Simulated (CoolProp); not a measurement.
A single-stage vapour-compression cycle with R114: evaporating at 327.15 K (dew point), condensing at 359.15 K (bubble point), superheat 8 K, subcooling 8 K, compressor efficiency 0.6, no pressure losses. Each further row changes one setting.

Values from CoolProp's reference Helmholtz-energy equation of state, Platzer 1990. This equation is an older, rougher fit; its heat capacities, sound speeds and derivatives of the liquid may be far off and weren't checked against measurements.

| case | cooling COP | pressure ratio | discharge temperature (K) | refrigerating effect (kJ/kg) | volumetric capacity (kJ/m³) |
|---|---|---|---|---|---|
| as stated | 5.41 | 2.14 | 367.0 | 96.1 | 3320 |
| evaporating temperature 332.15 K | ___ | ___ | 367.0 | 99.1 | ___ |
| condensing temperature 354.15 K | ___ | 1.92 | 362.2 | 102 | 3510 |
| subcooling 13 K | ___ | 2.14 | 367.0 | 102 | 3510 |
| superheat 18 K | 5.56 | 2.14 | 377.0 | ___ | ___ |
| compressor efficiency 0.5 | ___ | 2.14 | 371.1 | 96.1 | 3320 |

### Question
Complete the blanks.

### Answer

- evaporating temperature 332.15 K, cooling COP: 6.69
- evaporating temperature 332.15 K, pressure ratio: 1.88
- evaporating temperature 332.15 K, volumetric capacity (kJ/m³): 3880
- condensing temperature 354.15 K, cooling COP: 6.64
- subcooling 13 K, cooling COP: 5.71
- superheat 18 K, refrigerating effect (kJ/kg): 104
- superheat 18 K, volumetric capacity (kJ/m³): 3440
- compressor efficiency 0.5, cooling COP: 4.50
